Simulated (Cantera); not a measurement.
A perfectly stirred reactor is fed with H₂ : O₂ : N₂ : H₂O = 1 : 1 : 2.85 : 0.26 (molar parts), at 4.93 atm; it is adiabatic with a 500 K inlet, and is followed from long to short residence time, starting on the burning branch (τ in s: 0.49, 0.22, 0.1, 0.046, 0.021, 0.0095, 0.0043, 0.0019, 0.00088, 0.0004, 0.00018, 8.2e-05, 3.7e-05).

Detailed kinetics in Cantera: GRI-Mech 3.0 (53 species, 325 reactions). The hydrogen kinetics of GRI-Mech 3.0 are dated; newer H2 mechanisms differ, most at raised pressure.

Q: Predict: blow-out, bracketed by the residence times tried; x(H₂) at τ = 0.490 s; x(O₂) at τ = 0.490 s; x(H₂O) at τ = 0.490 s; x(NO) at τ = 0.490 s; x(N₂O) at τ = 0.490 s; x(H₂) at τ = 4.30 ms; x(O₂) at τ = 4.30 ms; x(H₂O) at τ = 4.30 ms; x(NO) at τ = 4.30 ms; x(N₂O) at τ = 4.30 ms.

A: 
| Item | Value |
|---|---|
| blow-out, bracketed by the residence times tried | burning at 37.0 µs, the shortest tried |
| x(H₂) at τ = 0.490 s | 7.24e-5 |
| x(O₂) at τ = 0.490 s | 0.108 |
| x(H₂O) at τ = 0.490 s | 0.272 |
| x(NO) at τ = 0.490 s | 0.000518 |
| x(N₂O) at τ = 0.490 s | 4.65e-7 |
| x(H₂) at τ = 4.30 ms | 0.000317 |
| x(O₂) at τ = 4.30 ms | 0.108 |
| x(H₂O) at τ = 4.30 ms | 0.272 |
| x(NO) at τ = 4.30 ms | 1.60e-5 |
| x(N₂O) at τ = 4.30 ms | 1.00e-6 |
